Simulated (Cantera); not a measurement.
A closed system holds: 1 mol SiF₄, 0.017 mol C₃H₈, 28 mol H₂, at 800 °C.

Equilibrium computed with Cantera from the NASA thermochemical tables; the gas is ideal and each condensed phase is pure. Candidate condensed phases: C, C₆H₆, C₇H₈, C₈H₁₈, Si, SiC; 113 gas species. The tables' values for SiF₃ are old estimates; treat these amounts as uncertain. The numbers say what is thermodynamically allowed, not how fast it happens.

x: gas mole fraction; n: condensed amount in mol.

```
P (Pa)   x H₂  x SiF₄     x CH₄      x HF   x SiHF₃    x SiF₃  x SiH₂F₂  n C(graphite)  n SiC(s)
------  -----  ------  --------  --------  --------  --------  --------  -------------  --------
100     0.965  0.0339   4.28e-5  0.000893  0.000241  0.000126       ___         0.0460   0.00380
220     0.965  0.0339   9.41e-5  0.000733  0.000293  0.000103       ___         0.0458   0.00242
460     0.965  0.0339  0.000197  0.000610  0.000353   8.59e-5       ___         0.0441   0.00121
1000    0.965  0.0339  0.000428  0.000504  0.000427   7.05e-5   2.76e-6         0.0386         0
2200    0.964  0.0339  0.000940  0.000492  0.000437   4.87e-5   2.89e-6         0.0237         0
4600    0.963  0.0340   0.00176  0.000485  0.000444   3.42e-5   2.98e-6              0         0
10000   0.963  0.0340   0.00176  0.000479  0.000449   2.35e-5   3.05e-6              0         0
22000   0.963  0.0340   0.00176  0.000475  0.000453   1.60e-5   3.10e-6              0         0
46000   0.963  0.0340   0.00176  0.000473  0.000455   1.11e-5   3.13e-6              0         0
100000  0.963  0.0340   0.00176  0.000471  0.000457   7.55e-6   3.16e-6              0         0
```

**Question.** Fill in the missing entries.

**Answer.** 
- 100, x SiH₂F₂: 8.78e-7
- 220, x SiH₂F₂: 1.30e-6
- 460, x SiH₂F₂: 1.88e-6
